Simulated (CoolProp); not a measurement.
Vapour-liquid equilibrium of R142b (1) + R113 (2) at 284.9 K; x and y are mole fractions of (1).

The numbers come from the multi-fluid Helmholtz-energy mixture model, Lemmon 2006 and Marx 1992; pair parameters Bell 2016 in CoolProp.

```tsv
x	bubble pressure, mixture model (MPa)	bubble pressure, Raoult's law (MPa)	y, mixture model	y, Raoult's law
0.05	…	0.03557	0.367	0.309
0.2	…	0.06469	…	0.680
0.35	0.1066	0.09382	0.828	0.821
0.5	…	0.1229	0.888	0.895
0.65	0.1595	0.1521	0.928	0.940
0.8	0.1845	0.1812	0.960	0.971
0.95	…	0.2103	0.990	0.994
```

Task: What belongs in the gaps?

Result: 
- 0.05, bubble pressure, mixture model (MPa): 0.03914
- 0.2, bubble pressure, mixture model (MPa): 0.07532
- 0.2, y, mixture model: 0.714
- 0.5, bubble pressure, mixture model (MPa): 0.1341
- 0.95, bubble pressure, mixture model (MPa): 0.2107

The largest gap from Raoult's law is +16.4 % in bubble pressure, at x = 0.2. No azeotrope shows between x = 0.05 and 0.95.

The pair parameters rest on a limited set of measurements; away from them the model extrapolates.
